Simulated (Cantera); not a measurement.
Charge: 1 mol CuO, 0.67 mol C, 2.1 mol N₂, at 0.133 bar.

Cantera equilibrium calculation (NASA polynomials, part measured and part estimated; ideal gas, pure solids and liquids). Candidate condensed phases: C, Cu, CuO, Cu₂O; 27 gas species. The numbers say what is thermodynamically allowed, not how fast it happens.

Over these rows the condensed part is Cu(l). Partial pressures as log10 of bar:

```tsv
T (K)	1000/T (1/K)	log p Cu	log p N₂	log p CO	log p CO₂
1550	0.6452	-4.73	-1.00	-1.79	-1.80
1600	0.6250	-4.40	-1.00	-1.79	-1.80
1650	0.6061	-4.09	-1.00	-1.79	-1.80
1700	0.5882	-3.80	-1.00	-1.79	-1.80
1750	0.5714	-3.52	-1.00	-1.79	-1.80
1800	0.5556	?	-1.00	-1.79	-1.80
```

### Question
Fit log p(Cu) = a + b·(1000/T) to the five rows, give the apparent enthalpy, and predict the row at 1800 K.

### Answer
Means: 1000/T = 0.6072, log p = -4.108. Sxy = -0.055756, Sxx = 0.0034047, so b = -16.38 and a = -4.108 − (-16.38)×0.6072 = 5.84.
Apparent enthalpy: −19.145 × (-16.38) = 314 kJ/mol. The condensed phases alone fix this pressure, through Cu(l) = Cu(g), so the slope is that reaction's ΔH° and the other gases don't enter. The five rows lie within 0.01 of the line.
Prediction at 1800 K: 5.84 + (-16.38)×0.5556 = -3.26. The computed value is -3.27, 0.01 from the line.
